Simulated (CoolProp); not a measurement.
Model: reference Helmholtz-energy equation of state, Gedanitz 2015, in CoolProp.

### Question
For cyclopentane, give the phase and the density (kg/m³), Joule-Thomson coefficient (K/MPa), isothermal compressibility (1/MPa), expansivity (1/kK) at 424.5 K and 141 bar; 466.3 K and 141 bar; 494.2 K and 141 bar.

### Answer
- 424.5 K and 141 bar: liquid; density 629, Joule-Thomson coefficient -0.171, isothermal compressibility 0.00349, expansivity 1.75
- 466.3 K and 141 bar: liquid; density 581, Joule-Thomson coefficient -0.0189, isothermal compressibility 0.00562, expansivity 2.08
- 494.2 K and 141 bar: liquid; density 546, Joule-Thomson coefficient 0.125, isothermal compressibility 0.00807, expansivity 2.41
